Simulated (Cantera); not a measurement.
Input: 1 mol Cu2O, 4.7 mol CH4, 0.04 mol CO, held at 1330 Pa.

These are equilibrium values from Cantera (NASA tables, ideal gas, pure condensed phases), not measurements of a reactor. Candidate condensed phases: C, C6H6, C7H8, C8H18, Cu, CuO, Cu(OH)2, Cu2O, H2O; 113 gas species. Equilibrium is a limit: real reactors are often held back by kinetics, nucleation or transport.

### Question
Which condensed phases are stable at each of these points (T (°C)): 575, 675, 775, 875, 975, 1075, 1175, 1275, 1375, 1475, 1575, 1675, 1775, 1875?

### Answer
```csv
T (°C),condensed phases,Cu condensed (%)
575,C(graphite) + Cu(s),100.0
675,C(graphite) + Cu(s),100.0
775,C(graphite) + Cu(s),100.0
875,C(graphite) + Cu(s),100.0
975,C(graphite) + Cu(s),100.0
1075,C(graphite) + Cu(s),100.0
1175,C(graphite) + Cu(l),99.9
1275,C(graphite) + Cu(l),99.3
1375,C(graphite) + Cu(l),96.9
1475,C(graphite) + Cu(l),88.3
1575,C(graphite) + Cu(l),60.6
1675,C(graphite),0.0
1775,C(graphite),0.0
1875,C(graphite),0.0
```

From 575 °C to 1075 °C the condensed part is C(graphite) + Cu(s). From 1175 °C to 1575 °C the condensed part is C(graphite) + Cu(l). From 1675 °C to 1875 °C the condensed part is C(graphite).
